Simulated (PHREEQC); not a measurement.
## Copper plating or etch bath: speciation

A solution holds 0.16 mol Cu(NO3)2, 0.00037 mol HBF4 and 0.0099 mol FeCl3 per kg of water, at 20 °C. Closed to the air; pH follows from the charge balance.

Equilibrium calculation in PHREEQC: ion-association model, phreeqc.dat.

Precipitation was switched off in this run.

Predict the pH, density, activity of water.

pH 2.39; density 1.024 g/cm³; activity of water 0.991.

In which forms is Cu present?

Cu+2 99 %, CuCl+ 1.4 % of the Cu.

Saturation is exceeded, for instance for Hematite (slow to form), Goethite (slow to form); the values hold only as long as no solid forms. Species that the database lacks are ignored. Real BF4- forms and hydrolyses slowly; the run takes it at equilibrium. Fluoro complexes past AlF4- and FeF3 are missing from the database.
